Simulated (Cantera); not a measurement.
An adiabatic, constant-volume homogeneous reactor starts with H2 : O2 : N2 = 1 : 0.962 : 3.62 (molar parts), at 1250 K and 9.87 atm. Integrator tolerance rtol = 1e-08.

Cantera simulation using the H2/O2 subset of GRI-Mech 3.0, which has no nitrogen chemistry; the numbers are that mechanism's predictions, not measurements. The hydrogen kinetics of GRI-Mech 3.0 are dated; newer H2 mechanisms differ, most at raised pressure.

Q: What does this change do: H2 1 to 2.2 parts?

A: 
| quantity | before | after |
|---|---|---|
| time of steepest temperature rise | 11.0 µs | 11.6 µs |
| temperature at 6.00 s | 2704 K | 3213 K |
| equilibrium temperature | 2704 K | 3213 K |
| x(H2) at 6.00 s | 0.00212 (gas-phase equilibrium 0.00212) | 0.0666 (gas-phase equilibrium 0.0666) |
| x(O2) at 6.00 s | 0.0869 (gas-phase equilibrium 0.0869) | 0.00601 (gas-phase equilibrium 0.00601) |
| x(OH) at 6.00 s | 0.0136 (gas-phase equilibrium 0.0136) | 0.0257 (gas-phase equilibrium 0.0257) |
| x(H2O) at 6.00 s | 0.186 (gas-phase equilibrium 0.186) | 0.279 (gas-phase equilibrium 0.279) |
| x(HO2) at 6.00 s | 3.47e-5 (gas-phase equilibrium 3.47e-5) | 1.54e-5 (gas-phase equilibrium 1.54e-5) |
| x(H) at 6.00 s | 0.000602 (gas-phase equilibrium 0.000602) | 0.0159 (gas-phase equilibrium 0.0159) |
| x(O) at 6.00 s | 0.00245 (gas-phase equilibrium 0.00245) | 0.00367 (gas-phase equilibrium 0.00367) |
Above 3000 K some thermodynamic fits are extrapolated.

Q: What does this change do: initial temperature 1250 to 1673 K?

A: 
```json
[
 {"quantity": "time of steepest temperature rise", "before": "11.0 µs", "after": "0.887 µs"},
 {"quantity": "temperature at 6.00 s", "before": "2704 K", "after": "2945 K"},
 {"quantity": "equilibrium temperature", "before": "2704 K", "after": "2945 K"},
 {"quantity": "x(H2) at 6.00 s", "before": "0.00212 (gas-phase equilibrium 0.00212)", "after": "0.00560 (gas-phase equilibrium 0.00560)"},
 {"quantity": "x(O2) at 6.00 s", "before": "0.0869 (gas-phase equilibrium 0.0869)", "after": "0.0835 (gas-phase equilibrium 0.0835)"},
 {"quantity": "x(OH) at 6.00 s", "before": "0.0136 (gas-phase equilibrium 0.0136)", "after": "0.0246 (gas-phase equilibrium 0.0246)"},
 {"quantity": "x(H2O) at 6.00 s", "before": "0.186 (gas-phase equilibrium 0.186)", "after": "0.175 (gas-phase equilibrium 0.175)"},
 {"quantity": "x(HO2) at 6.00 s", "before": "3.47e-5 (gas-phase equilibrium 3.47e-5)", "after": "5.08e-5 (gas-phase equilibrium 5.08e-5)"},
 {"quantity": "x(H) at 6.00 s", "before": "0.000602 (gas-phase equilibrium 0.000602)", "after": "0.00249 (gas-phase equilibrium 0.00249)"},
 {"quantity": "x(O) at 6.00 s", "before": "0.00245 (gas-phase equilibrium 0.00245)", "after": "0.00674 (gas-phase equilibrium 0.00674)"}
]
```

Q: What does this change do: initial temperature 1250 to 1423 K?

A: 
```csv
quantity,before,after
time of steepest temperature rise,11.0 µs,2.17 µs
temperature at 6.00 s,2704 K,2809 K
equilibrium temperature,2704 K,2809 K
x(H2) at 6.00 s,0.00212 (gas-phase equilibrium 0.00212),0.00331 (gas-phase equilibrium 0.00331)
x(O2) at 6.00 s,0.0869 (gas-phase equilibrium 0.0869),0.0856 (gas-phase equilibrium 0.0856)
x(OH) at 6.00 s,0.0136 (gas-phase equilibrium 0.0136),0.0179 (gas-phase equilibrium 0.0179)
x(H2O) at 6.00 s,0.186 (gas-phase equilibrium 0.186),0.182 (gas-phase equilibrium 0.182)
x(HO2) at 6.00 s,3.47e-5 (gas-phase equilibrium 3.47e-5),4.15e-5 (gas-phase equilibrium 4.15e-5)
x(H) at 6.00 s,0.000602 (gas-phase equilibrium 0.000602),0.00115 (gas-phase equilibrium 0.00115)
x(O) at 6.00 s,0.00245 (gas-phase equilibrium 0.00245),0.00388 (gas-phase equilibrium 0.00388)
```
